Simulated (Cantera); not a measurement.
A perfectly stirred reactor is fed with C3H8 : O2 : N2 : H2O = 1 : 5 : 18.8 : 5.3 (molar parts), equivalence ratio 1.0, at 820000 Pa; it is adiabatic with a 650 K inlet, and is followed from long to short residence time, starting on the burning branch (τ in s: 0.13, 0.062, 0.03, 0.014, 0.0068, 0.0033, 0.0016, 0.00075, 0.00036, 0.00017, 8.2e-05, 3.9e-05, 1.9e-05).

Computed with Cantera and GRI-Mech 3.0 (53 species, 325 reactions). GRI-Mech 3.0 was tuned for natural gas; its chemistry of propane as a main component is partial and can be far from experiment.

x: mole fraction; the columns are a selection and need not sum to one.

```csv
τ (s),T (K),x C3H8,x O2,x H2O,x CH2CO,x NO,x CH2
0.13,2230,3.08e-8,0.00285,0.294,5.95e-8,0.000899,1.76e-8
0.062,2228,___,0.00304,0.294,___,___,___
0.030,2226,1.30e-7,0.00331,0.293,2.50e-7,0.000519,7.30e-8
0.014,2220,2.71e-7,0.00373,0.293,5.12e-7,0.000375,1.48e-7
0.0068,2212,5.38e-7,0.00431,0.292,9.83e-7,0.000283,2.83e-7
0.0033,2200,1.05e-6,0.00511,0.291,1.83e-6,0.000221,5.26e-7
0.0016,2184,2.04e-6,0.00617,0.290,3.28e-6,0.000177,9.53e-7
0.00075,2161,3.99e-6,0.00762,0.288,5.84e-6,0.000144,1.73e-6
0.00036,2133,7.57e-6,0.00945,0.285,1.00e-5,0.000118,3.03e-6
0.00017,2096,___,___,0.283,___,___,___
8.2e-5,2049,2.87e-5,0.0153,0.280,3.23e-5,7.07e-5,9.01e-6
3.9e-5,1976,6.58e-5,0.0211,0.276,7.24e-5,4.25e-5,1.57e-5
1.9e-5,650,0.0332,0.166,0.176,<1e-12,<1e-12,<1e-12
```

### Question
What belongs in the gaps?

### Answer

- 0.062, x C3H8: 6.39e-8
- 0.062, x CH2CO: 1.23e-7
- 0.062, x NO: 0.000701
- 0.062, x CH2: 3.64e-8
- 0.00017, x C3H8: 1.46e-5
- 0.00017, x O2: 0.0119
- 0.00017, x CH2CO: 1.76e-5
- 0.00017, x NO: 9.39e-5
- 0.00017, x CH2: 5.28e-6
